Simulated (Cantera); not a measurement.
**Metals in furnace atmospheres: Fe + SO2 + CO + H2S**

Input: 1 mol Fe, 1.4 mol SO2, 4.5 mol CO, 0.0057 mol H2S, at 4.30 bar.

Method: chemical equilibrium by Gibbs-energy minimisation in Cantera with the NASA 1993 tables (ideal gas, pure condensed phases). Candidate condensed phases: C, C6H6, C7H8, C8H18, Fe, Fe(CO)5, FeO, Fe(OH)2, Fe(OH)3, FeS, FeSO4, FeS2, Fe2O3, Fe2(SO4)3, Fe3O4, H2O, H2SO4, S; 127 gas species. FeS: taken at fixed stoichiometry. Gases not in the tables: S3 to S7. Kinetics and transport are ignored.

From 875 °C to 1175 °C the condensed part is FeS(s).

| T (°C) | log p CO2 | log p CO | log p COS | log p S2 | log p SO2 | n FeS(s) |
|---|---|---|---|---|---|---|
| 875 | 0.42 | 0.12 | -0.55 | -1.39 | -4.07 | 1.00 |
| 900 | 0.42 | 0.12 | -0.58 | -1.29 | -3.84 | 1.00 |
| 925 | 0.42 | 0.13 | -0.62 | -1.21 | -3.63 | 1.00 |
| 950 | 0.42 | 0.14 | -0.65 | -1.14 | -3.43 | 1.00 |
| 975 | 0.42 | 0.14 | -0.70 | -1.08 | -3.24 | 1.00 |
| 1000 | 0.42 | 0.15 | -0.74 | -1.03 | -3.06 | 1.00 |
| 1025 | 0.42 | 0.15 | -0.78 | -0.99 | -2.90 | 1.00 |
| 1050 | 0.41 | 0.16 | -0.83 | -0.96 | -2.74 | 1.00 |
| 1075 | 0.41 | 0.16 | -0.88 | -0.93 | -2.59 | 1.00 |
| 1100 | 0.41 | 0.17 | -0.92 | -0.91 | -2.45 | 1.00 |
| 1125 | 0.41 | 0.17 | -0.97 | -0.89 | -2.31 | 1.00 |
| 1150 | 0.41 | 0.17 | -1.02 | -0.88 | -2.18 | 1.00 |
| 1175 | 0.41 | 0.18 | -1.06 | -0.86 | -2.06 | 1.00 |
log p: log10 of the partial pressure in bar; n: condensed amount in mol.
